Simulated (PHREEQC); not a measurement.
0.01 mol of Cerargyrite (AgCl) is brought to equilibrium with 1 kg of water holding 0.003 mol/kgw NaCl, at 25 °C, the pH being set by adding NaOH or HCl. Oxygen is held at 0.21 atm. The system is closed to CO2. Solids allowed: Cerargyrite, Ag2O. Others were left out.

Equilibrium calculation in PHREEQC: ion-association model, wateq4f.dat.

```tsv
pH	dissolved Ag (mol/kgw)	dissolved Cl (mol/kgw)	Ag(OH)2- (mol/kgw)	AgOH (mol/kgw)
5	4.98e-7	0.00301	0	0
5.58	4.97e-7	0.00300	0	2.39e-14
6.17	4.97e-7	0.00300	0	…
7.33	4.97e-7	0.00300	0	1.35e-12
7.92	4.97e-7	0.00300	0	…
8.5	4.97e-7	0.00300	0	1.99e-11
9.08	4.97e-7	0.00300	9.66e-14	7.57e-11
9.67	4.98e-7	0.00300	1.46e-12	2.94e-10
10.83	5.03e-7	0.00300	3.09e-10	4.28e-9
11.42	5.22e-7	0.00300	…	1.69e-8
12	6.47e-7	0.00300	7.55e-8	6.68e-8
```

### Question
Some entries are withheld; supply them.

### Answer

- 6.17, AgOH (mol/kgw): 9.30e-14
- 7.92, AgOH (mol/kgw): 5.23e-12
- 11.42, Ag(OH)2- (mol/kgw): 4.83e-9
